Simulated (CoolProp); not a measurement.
Properties of CHF3 (R23) along the isotherm -58.55 °C.

Computed with CoolProp (reference Helmholtz-energy equation of state, Penoncello 2003).

| p (MPa) | phase | cp (kJ/(kg K)) | speed of sound (m/s) | isothermal compressibility (1/MPa) | viscosity (µPa s) |
|---|---|---|---|---|---|
| 0.453 | liquid | 1.293 | 696.2 | 0.002737 | 215 |
| 0.906 | liquid | 1.291 | 699.8 | 0.002700 | 216 |
| 1.36 | liquid | 1.288 | 703.3 | 0.002665 | 217 |
| 1.81 | liquid | 1.285 | 706.7 | 0.002631 | 218 |
| 2.26 | liquid | 1.283 | 710.1 | 0.002599 | 219 |
| 2.72 | liquid | 1.280 | 713.6 | 0.002566 | 220 |
| 3.17 | liquid | 1.278 | 716.9 | 0.002535 | 221 |
| 3.62 | liquid | 1.276 | 720.2 | 0.002505 | 223 |
| 4.08 | liquid | 1.273 | 723.5 | 0.002475 | 224 |
| 4.53 | liquid | 1.271 | 726.7 | 0.002447 | 225 |
| 4.98 | liquid | 1.269 | 729.8 | 0.002419 | 226 |
| 5.44 | liquid | 1.267 | 733.0 | 0.002392 | 227 |
| 5.89 | liquid | 1.265 | 736.1 | 0.002366 | 228 |
| 6.34 | liquid | 1.263 | 739.2 | 0.002340 | 229 |
| 6.79 | liquid | 1.261 | 742.2 | 0.002315 | 230 |
| 7.25 | liquid | 1.259 | 745.2 | 0.002290 | 231 |

Viscosity comes from a separate model (Shan 2000).
